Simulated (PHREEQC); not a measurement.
0.18 g of hydrous ferric oxide (600 m²/g; 0.2 weak and 0.005 strong sites per Fe, Dzombak-Morel constants, diffuse double layer) in 1 kg of water with 0.005 mol/kgw of an inert sodium salt and 0.85 mmol/kgw CuCl2, at 25 °C; the pH is set by adding NaOH or the inert anion's acid. Oxygen alone is held at its pressure in air (log pO2 = -0.68). No CO2 enters from the air. No solid was allowed to form.

Computed with PHREEQC (ion-association model, wateq4f.dat).

**Question.** Predict Cu sorbed (%), surface charge σ (C/m²), surface potential ψ (mV) at pH = 3, 5.

**Answer.** 
```json
[
 {"pH": "3", "Cu sorbed (%)": "0.0", "surface charge σ (C/m²)": "0.316", "surface potential ψ (mV)": "208"},
 {"pH": "5", "Cu sorbed (%)": "10.4", "surface charge σ (C/m²)": "0.127", "surface potential ψ (mV)": "166"}
]
```

Along this series the solution becomes supersaturated in solids that the run did not let form, among them Cu(OH)2, Atacamite. Complexes and solids missing from the database can't appear. The database's constant for dissolved Cu(OH)2 is higher than later reviews accept. The oxide is taken as insoluble; below pH 4 it would dissolve.
